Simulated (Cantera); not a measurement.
Moist CO burnout

An isothermal, constant-pressure homogeneous reactor starts with 0.110 % CO, 0.229 % O₂, 7.89 % H₂O, 91.8 % N₂, equivalence ratio 0.24, at 875 K and 3.65 atm.

Model: GRI-Mech 3.0 (53 species, 325 reactions), integrated in Cantera.

```csv
t (s),x CO,x O₂,x H₂O,x H₂O₂,x CO₂,x NO
1.00e-5,0.00110,0.00229,0.0789,<1e-12,<1e-12,<1e-12
4.33e-5,0.00110,0.00229,0.0789,<1e-12,<1e-12,<1e-12
0.000187,0.00110,0.00229,0.0789,<1e-12,<1e-12,<1e-12
0.000811,0.00110,0.00229,0.0789,<1e-12,<1e-12,<1e-12
0.00351,0.00110,0.00229,0.0789,<1e-12,3.89e-12,<1e-12
0.0152,0.00110,0.00229,0.0789,<1e-12,1.96e-11,<1e-12
0.0658,0.00110,0.00229,0.0789,<1e-12,1.15e-10,<1e-12
0.285,0.00110,0.00229,0.0789,1.24e-12,1.10e-9,<1e-12
1.23,0.00110,0.00229,0.0789,1.46e-11,2.07e-8,<1e-12
5.34,0.00110,0.00229,0.0789,6.92e-9,1.91e-6,<1e-12
23.1,0.000962,0.00223,0.0789,1.08e-7,0.000139,<1e-12
100,0.000545,0.00202,0.0789,5.28e-8,0.000556,<1e-12
```
x: mole fraction; the columns are a selection and need not sum to one.

Equilibrium at this temperature and pressure: CO <1e-12, O₂ 0.00174, H₂O 0.0790, H₂O₂ 2.88e-12, CO₂ 0.00110, NO 6.44e-7 (gas phase only).
